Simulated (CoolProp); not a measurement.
Vapour-liquid equilibrium of R143a (1) + R1234yf (2) at 0.0105 MPa; x and y are mole fractions of (1).

Values from CoolProp's multi-fluid Helmholtz-energy mixture model, Lemmon and Jacobsen 2000 and Lemmon 2022; pair parameters Bell 2016.

| x | bubble temperature (K) | y at the bubble point | dew temperature at overall composition x (K) | liquid density (mol/L) |
|---|---|---|---|---|
| 0.05 | 200.8 | 0.141 | 201.8 | 12.18 |
| 0.125 | 198.9 | 0.305 | 201.0 | 12.39 |
| 0.2 | 197.3 | 0.432 | 200.2 | 12.60 |
| 0.275 | 195.9 | 0.532 | 199.3 | 12.81 |
| 0.35 | 194.6 | 0.614 | 198.3 | 13.02 |
| 0.425 | 193.5 | 0.682 | 197.4 | 13.24 |
| 0.5 | 192.5 | 0.741 | 196.3 | 13.46 |
| 0.575 | 191.6 | 0.792 | 195.2 | 13.68 |
| 0.65 | 190.8 | 0.837 | 194.1 | 13.91 |
| 0.725 | 190.0 | 0.878 | 192.8 | 14.15 |
| 0.8 | 189.2 | 0.915 | 191.5 | 14.39 |
| 0.875 | 188.5 | 0.949 | 190.0 | 14.64 |
| 0.95 | 187.9 | 0.980 | 188.5 | 14.90 |

No azeotrope shows between x = 0.05 and 0.95.

Pair parameters are fitted to limited data, so mixtures are less certain than the pure fluids.
